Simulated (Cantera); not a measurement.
Cantera with NASA thermochemical tables; ideal gases at 1 bar, condensed phases pure. Values are per mole of reaction as written; species without (g) are pure solids or liquids, kept so even where they would boil at 1 bar.

Question: Between 300 and 2325 K, where is each reaction favourable under standard conditions?
- 2 CF₃(g) + C ⇌ 3 CF₂(g)
- CF₄(g) + CF₂(g) ⇌ 2 CF₃(g)

Answer: 
- 2 CF₃(g) + C ⇌ 3 CF₂(g): ΔG° is 339 kJ at 300 K and -26 kJ at 2325 K; it changes sign between 2125 and 2225 K. ΔH° is 371 kJ and ΔS° 171 J/K at 2325 K.
- CF₄(g) + CF₂(g) ⇌ 2 CF₃(g): ΔG° is 166 kJ at 300 K and 111 kJ at 2325 K; it stays positive (K < 1). ΔH° is 174 kJ and ΔS° 27 J/K at 2325 K.
